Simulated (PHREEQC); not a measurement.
Copper plating or etch bath

Consider water at 25 °C with 6.1 mmol/kgw CuSO4, 0.59 mmol/kgw H2SO4 and 0.033 mmol/kgw NaCl. Closed to the air; pH follows from the charge balance.

Computed with PHREEQC (ion-association model, phreeqc.dat).

The pH comes out as 3.09. The ionic strength comes out as 0.0194 mol/kgw. The specific conductance comes out as 1370 µS/cm and the total alkalinity is -1.18 meq/kg.

```
species  molality  activity   log γ
-------  --------  --------  ------
SO4-2     0.00486   0.00285  -0.232
Cu+2      0.00453   0.00271  -0.223
CuSO4     0.00157   0.00158   0.002
H+       0.000920  0.000819  -0.050
HSO4-    0.000260  0.000227  -0.059
Cl-       3.28e-5   2.85e-5  -0.061
Na+       3.25e-5   2.85e-5  -0.058
NaSO4-    4.63e-7   4.06e-7  -0.057
CuCl+     2.39e-7   2.08e-7  -0.060
CuOH+     3.80e-8   3.31e-8  -0.060
```

This is a speciation only: nothing precipitates in the calculation.
